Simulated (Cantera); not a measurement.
Standard-state values (1 bar) from the NASA 1993 polynomials, evaluated with Cantera. Values are per mole of reaction as written; species without (g) are pure solids or liquids, kept so even where they would boil at 1 bar.

Task: Between 300 and 1400 K, where is each reaction favourable under standard conditions?
- 4 OH(g) + Zr = 2 H₂O(g) + ZrO₂(g)

Result: 
- 4 OH(g) + Zr = 2 H₂O(g) + ZrO₂(g): ΔG° is -890 kJ at 300 K and -731 kJ at 1400 K; it stays negative (K > 1). ΔH° is -950 kJ and ΔS° -156 J/K at 1400 K.
